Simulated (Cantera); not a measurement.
Charge: 1 mol CH3F, 1.6 mol F2, 0.11 mol H2, equilibrated at 75.0 Torr.

Equilibrium computed with Cantera from the NASA thermochemical tables; the gas is ideal and each condensed phase is pure. Candidate condensed phases: C, C6H6, C7H8, C8H18; 95 gas species. Gases not in the tables: C2F6 and larger saturated fluorocarbons. Kinetics and transport are ignored.

log p: log10 of the partial pressure in bar; n: condensed amount in mol.

| T (K) | log p HF | log p CF4 | log p CF2 | log p F | log p CF3 | n C(graphite) |
|---|---|---|---|---|---|---|
| 1025 | -1.03 | -2.15 | -9.98 | -11.35 | -9.79 | 0.755 |
| 1175 | -1.03 | -2.15 | -8.15 | -9.29 | -8.31 | 0.755 |
| 1325 | -1.03 | -2.15 | -6.73 | -7.70 | -7.16 | 0.755 |
| 1475 | -1.03 | -2.15 | [?] | [?] | [?] | 0.755 |
| 1625 | -1.03 | -2.15 | -4.70 | -5.39 | -5.51 | 0.755 |
| 1775 | -1.03 | -2.16 | [?] | [?] | [?] | 0.753 |
| 1925 | -1.03 | -2.17 | -3.32 | -3.81 | -4.39 | 0.748 |
| 2075 | -1.04 | -2.22 | -2.81 | -3.20 | -3.99 | 0.732 |

### Question
Some entries are withheld; supply them.

### Answer

- 1475, log p CF2: -5.61
- 1475, log p F: -6.43
- 1475, log p CF3: -6.25
- 1775, log p CF2: -3.95
- 1775, log p F: -4.54
- 1775, log p CF3: -4.90
